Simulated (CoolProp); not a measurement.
Saturation properties of R124.

Values from CoolProp's reference Helmholtz-energy equation of state, de Vries 1995.

```tsv
T (K)	p (MPa)	liquid cp (kJ/(kg K))	vapour Z	surface tension (mN/m)	liquid viscosity (µPa s)	liquid conductivity (mW/(m K))
252.1	0.06813	1.048	0.9674	15.4	449	85.5
261.7	0.1035	1.063	0.9562	14.1	394	82.1
271.3	0.1520	1.080	0.9427	12.9	347	78.8
281	0.2171	1.098	0.9266	11.7	307	75.5
290.6	0.3010	1.117	0.9081	10.6	272	72.3
300.2	0.4075	1.140	0.8868	9.41	242	69.1
309.8	0.5402	1.165	0.8625	8.29	216	66.1
319.4	0.7031	1.194	0.8351	7.19	192	63.2
329	0.9001	1.229	0.8042	6.12	171	60.4
338.6	1.136	1.272	0.7693	5.07	152	57.7
348.3	1.417	1.331	0.7293	4.06	135	55.1
357.9	1.745	1.412	0.6841	3.09	119	52.7
```

It boils at 261.2 K under 1 atm.

Viscosity comes from a separate model (Bell 2016), an estimate that may be off by 10 % or more. Thermal conductivity comes from a separate model (Huber 2003), an estimate that may be off by 10 % or more. Surface tension comes from a separate correlation (Mulero 2012).
